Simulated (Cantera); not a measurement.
A perfectly stirred reactor is fed with CO : H2 : CH4 : O2 : N2 = 1 : 0.48 : 0.065 : 1.02 : 3.85 (molar parts), at 5.00 bar; it is adiabatic with a 600 K inlet, and is followed from long to short residence time, starting on the burning branch (τ in s: 0.16, 0.068, 0.029, 0.013, 0.0055, 0.0024, 0.001, 0.00045, 0.00019, 8.3e-05, 3.6e-05, 1.6e-05, 6.7e-06).

Computed with Cantera and GRI-Mech 3.0 (53 species, 325 reactions).

x: mole fraction; the columns are a selection and need not sum to one.

| τ (s) | T (K) | x CO | x H2 | x CH4 | x OH | x CH2CO | x NO | x CH2 |
|---|---|---|---|---|---|---|---|---|
| 0.16 | 2450 | 0.0131 | 0.00128 | 3.21e-8 | 0.00509 | 1.04e-11 | 0.00679 | 1.10e-9 |
| 0.068 | 2450 | 0.0132 | 0.00129 | 7.49e-8 | 0.00513 | 2.44e-11 | 0.00639 | 2.58e-9 |
| 0.029 | 2449 | 0.0135 | 0.00132 | 1.72e-7 | 0.00520 | 5.72e-11 | ___ | 5.97e-9 |
| 0.013 | 2447 | 0.0140 | 0.00136 | 3.71e-7 | 0.00534 | 1.28e-10 | ___ | 1.30e-8 |
| 0.0055 | 2440 | 0.0151 | 0.00148 | 8.22e-7 | 0.00559 | 3.12e-10 | ___ | 2.91e-8 |
| 0.0024 | 2422 | 0.0174 | 0.00171 | 1.70e-6 | 0.00601 | 7.56e-10 | ___ | 5.99e-8 |
| 0.0010 | 2384 | 0.0219 | 0.00218 | 3.44e-6 | 0.00674 | 1.95e-9 | ___ | 1.17e-7 |
| 0.00045 | 2326 | 0.0282 | 0.00289 | 6.25e-6 | 0.00764 | 4.36e-9 | ___ | 1.95e-7 |
| 0.00019 | 2239 | 0.0370 | 0.00395 | 1.19e-5 | 0.00862 | 9.23e-9 | ___ | 3.08e-7 |
| 8.3e-5 | 2132 | 0.0471 | 0.00521 | 2.29e-5 | 0.00927 | 1.69e-8 | ___ | 4.44e-7 |
| 3.6e-5 | 2000 | 0.0595 | 0.00662 | 4.89e-5 | 0.00927 | 3.05e-8 | ___ | 6.15e-7 |
| 1.6e-5 | 1832 | 0.0773 | 0.00812 | 0.000126 | 0.00810 | 6.81e-8 | ___ | 8.53e-7 |
| 6.7e-6 | 600 | 0.156 | 0.0748 | 0.0101 | <1e-12 | <1e-12 | <1e-12 | <1e-12 |

Fill in the missing entries.


- 0.029, x NO: 0.00561
- 0.013, x NO: 0.00446
- 0.0055, x NO: 0.00297
- 0.0024, x NO: 0.00173
- 0.0010, x NO: 0.000894
- 0.00045, x NO: 0.000462
- 0.00019, x NO: 0.000220
- 8.3e-5, x NO: 0.000117
- 3.6e-5, x NO: 7.02e-5
- 1.6e-5, x NO: 3.94e-5
